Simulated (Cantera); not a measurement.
Charge: 1 mol C3H6, 42 mol H2, 0.48 mol N2, 0.14 mol NH3, held at 1777 °C and 14.0 Pa.

These are equilibrium values from Cantera (NASA tables, ideal gas, pure condensed phases), not measurements of a reactor. Candidate condensed phases: C, C6H6, C7H8, C8H18; 92 gas species. Rates play no part.

Base state: H2 0.814, H 0.173, N2 0.0101, HCN 0.00162, C2H2 (acetylene) 0.000865, HNC 0.000101 (mole fractions); condensed: C(graphite).

Task: What changes in the equilibrium state with this change: pressure from 14.0 Pa to 10.0 mbar?

Result: 
```json
[
 {"species": "H2", "before": "0.814", "after": "0.964"},
 {"species": "H", "before": "0.173", "after": "0.0223"},
 {"species": "N2", "before": "0.0101", "after": "0.0109"},
 {"species": "C2H2 (acetylene)", "before": "0.000865", "after": "0.00102"},
 {"species": "HNC", "before": "0.000101", "after": "0.000114"},
 {"species": "C(graphite), mol", "before": "2.83", "after": "2.81"}
]
```

Task: What changes in the equilibrium state with this change: temperature from 1777 °C to 2725 °C?

Result: 
```tsv
species	before	after
H	0.173	0.960
C	6.22e-7	0.0258
H2	0.814	0.00524
N2	0.0101	0.00511
C2	5.61e-8	0.00117
N	1.55e-8	8.31e-5
C3	6.58e-7	0.000832
C2H2 (acetylene)	0.000865	1.71e-6
CN	9.07e-6	0.00141
C(graphite), mol	2.83	0
```

Task: What changes in the equilibrium state with this change: pressure from 14.0 Pa to 71.0 Pa?

Result: 
```
species             before     after
----------------  --------  --------
H2                   0.814     0.906
H                    0.173    0.0810
N2                  0.0101    0.0106
C2H2 (acetylene)  0.000865  0.000961
HCN                0.00162   0.00175
HNC               0.000101  0.000109
C(graphite), mol      2.83      2.82
```
